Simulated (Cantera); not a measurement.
Standard-state values (1 bar) from the NASA 1993 polynomials, evaluated with Cantera. Values are per mole of reaction as written; species without (g) are pure solids or liquids, kept so even where they would boil at 1 bar. VN: taken at fixed stoichiometry.

V2O4 + 4 VN = 4 NO(g) + 6 V

```json
[
 {"T (K)": "825", "ΔH° (kJ)": "…", "ΔS° (J/K)": "…", "ΔG° (kJ)": "…", "log10 K": "…"},
 {"T (K)": "900", "ΔH° (kJ)": "…", "ΔS° (J/K)": "…", "ΔG° (kJ)": "…", "log10 K": "…"},
 {"T (K)": "975", "ΔH° (kJ)": "2620.4", "ΔS° (J/K)": "688.5", "ΔG° (kJ)": "1949.1", "log10 K": "-104.42"},
 {"T (K)": "1050", "ΔH° (kJ)": "2616.0", "ΔS° (J/K)": "684.1", "ΔG° (kJ)": "1897.7", "log10 K": "-94.40"},
 {"T (K)": "1125", "ΔH° (kJ)": "…", "ΔS° (J/K)": "…", "ΔG° (kJ)": "…", "log10 K": "…"},
 {"T (K)": "1200", "ΔH° (kJ)": "2607.1", "ΔS° (J/K)": "676.2", "ΔG° (kJ)": "1795.7", "log10 K": "-78.16"},
 {"T (K)": "1275", "ΔH° (kJ)": "2602.7", "ΔS° (J/K)": "672.6", "ΔG° (kJ)": "1745.1", "log10 K": "-71.49"},
 {"T (K)": "1350", "ΔH° (kJ)": "2598.3", "ΔS° (J/K)": "669.3", "ΔG° (kJ)": "1694.8", "log10 K": "-65.57"},
 {"T (K)": "1425", "ΔH° (kJ)": "2594.0", "ΔS° (J/K)": "666.2", "ΔG° (kJ)": "1644.7", "log10 K": "-60.29"}
]
```

Question: Some entries are withheld; supply them.

Answer: 
- 825, ΔH° (kJ): 2629.0
- 825, ΔS° (J/K): 698.1
- 825, ΔG° (kJ): 2053.1
- 825, log10 K: -129.99
- 900, ΔH° (kJ): 2624.8
- 900, ΔS° (J/K): 693.1
- 900, ΔG° (kJ): 2001.0
- 900, log10 K: -116.13
- 1125, ΔH° (kJ): 2611.5
- 1125, ΔS° (J/K): 680.0
- 1125, ΔG° (kJ): 1846.5
- 1125, log10 K: -85.73
